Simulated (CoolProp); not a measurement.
Methanol along the isobar 13.7 MPa: Z from the reference equation and from simpler models built on Tc = 513.4 K, pc = 8.216 MPa, ω = 0.565; each cubic takes its own stable root.

The numbers come from the reference Helmholtz-energy equation of state, de Reuck 1993 in CoolProp.

```json
[
 {"T (K)": "454.1", "phase": "liquid", "reference": "0.1844"},
 {"T (K)": "472.5", "phase": "liquid", "reference": "0.1865"},
 {"T (K)": "491", "phase": "liquid", "reference": "0.1917"},
 {"T (K)": "509.4", "phase": "liquid", "reference": "0.2025"},
 {"T (K)": "527.8", "phase": "supercritical", "reference": "0.2276"},
 {"T (K)": "546.3", "phase": "supercritical", "reference": "0.3125"},
 {"T (K)": "564.7", "phase": "supercritical", "reference": "0.4777"},
 {"T (K)": "583.1", "phase": "supercritical", "reference": "0.5921"},
 {"T (K)": "601.6", "phase": "supercritical", "reference": "0.6653"},
 {"T (K)": "620", "phase": "supercritical", "reference": "0.7148"}
]
```

Problem. How far does each simpler model (van der Waals, Redlich-Kwong, Peng-Robinson) lie from the reference over these 10 states: mean and median of the absolute difference, and the worst?

Solution. 
- van der Waals: mean 52.8 %, median 49.1 %, worst +97.5 % at 454.1 K and 13.7 MPa
- Redlich-Kwong: mean 30.0 %, median 31.9 %, worst +50.2 % at 491 K and 13.7 MPa
- Peng-Robinson: mean 19.9 %, median 23.7 %, worst +39.1 % at 527.8 K and 13.7 MPa
